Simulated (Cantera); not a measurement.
**Thermodynamics of hydrogen reduction and annealing atmospheres, feed V2O5 + H2 + N2**

Input: 1 mol V2O5, a varied amount of H2, 1.3 mol N2, at 948.15 K and 0.000420 bar.

Cantera equilibrium calculation (NASA polynomials, part measured and part estimated; ideal gas, pure solids and liquids). Candidate condensed phases: H2O, V, VN, VO, V2O3, V2O4, V2O5; 28 gas species. Condensed phases not in the tables: the oxides between V2O3 and V2O5 other than VO2. Kinetics and transport are ignored.

At 0.55 mol H2 the condensed part is V2O4(s). At 1.2 mol H2 the condensed part is V2O3(s) + V2O4(s). From 2.7 mol H2 to 1700 mol H2 the condensed part is V2O3(s).

```
n(H2) (mol)  log p H2  log p N2  log p H2O  log p O2  log p NO  log p OH  log p NH3  n V2O4(s)  n V2O3(s)
-----------  --------  --------  ---------  --------  --------  --------  ---------  ---------  ---------
0.55           -12.55     -3.58      -3.95     -4.34     -8.34     -9.80       <-15       1.00          0
1.2             -7.11     -3.66      -3.70    -14.70    -13.55    -12.26       <-15      0.800      0.200
2.7             -4.13     -3.86      -3.68      <-15      <-15    -13.73     -11.21          0       1.00
6.1             -3.63     -4.13      -3.94      <-15      <-15    -14.25     -10.59          0       1.00
14              -3.48     -4.45      -4.26      <-15      <-15    -14.64     -10.53          0       1.00
31              -3.42     -4.77      -4.58      <-15      <-15    -14.99     -10.60          0       1.00
68              -3.40     -5.10      -4.92      <-15      <-15    -15.33     -10.73          0       1.00
150             -3.39     -5.44      -5.26      <-15      <-15      <-15     -10.88          0       1.00
340             -3.38     -5.80      -5.61      <-15      <-15      <-15     -11.05          0       1.00
760             -3.38     -6.14      -5.96      <-15      <-15      <-15     -11.22          0       1.00
1700            -3.38     -6.49      -6.31      <-15      <-15      <-15     -11.39          0       1.00
```
log p: log10 of the partial pressure in bar; n: condensed amount in mol.
